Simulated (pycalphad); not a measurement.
# Effect of B content in Ti-Hf-B

Source of the numbers: pycalphad with the COST 507 light-alloy database (1999); pressure 1 atm. These are 1990s assessments: newer ones move some temperatures and phases. Phase fractions are per mole of atoms. Diffusion is slow at the low end, where real alloys seldom reach equilibrium.

```
alloy                      liquidus (K)  first solid  solidus (K)    phases at 550 K
-------------------------  ------------  -----------  -----------  -----------------
Ti-6.041Hf-0.2505B (wt.%)          1913          bcc         1814  hcp 0.98, BM 0.02
Ti-6.067Hf-0.3762B (wt.%)          1901          bcc         1814  hcp 0.97, BM 0.03
Ti-6.093Hf-0.503B (wt.%)           1890          bcc         1814  hcp 0.95, BM 0.05
Ti-6.146Hf-0.76B (wt.%)            1868          bcc         1814  hcp 0.93, BM 0.07
Ti-6.2Hf-1.024B (wt.%)             1848          bcc         1814  hcp 0.91, BM 0.09
Ti-6.311Hf-1.563B (wt.%)           1814     bcc + BM         1814  hcp 0.86, BM 0.14
```

Database names, with the compositions (at.%) that they take in these runs: BM: Ti 50 B 50.
